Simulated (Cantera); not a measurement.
Feed: 1 mol CH3F, 4.1 mol H2, a varied amount of HCl, at 1952 °C and 13.3 mbar.

Method: chemical equilibrium by Gibbs-energy minimisation in Cantera with the NASA 1993 tables (ideal gas, pure condensed phases). Candidate condensed phases: C, C6H6, C7H8, C8H18; 118 gas species. Rates play no part.

Q: At 0.39 mol HCl, list the 6 most abundant gas species with their mole fractions, and the condensed phases.

A: H2 0.741, HF 0.150, HCl 0.0559, H 0.0483, Cl 0.00264, C2H2 (acetylene) 0.00217. Condensed: C(graphite).
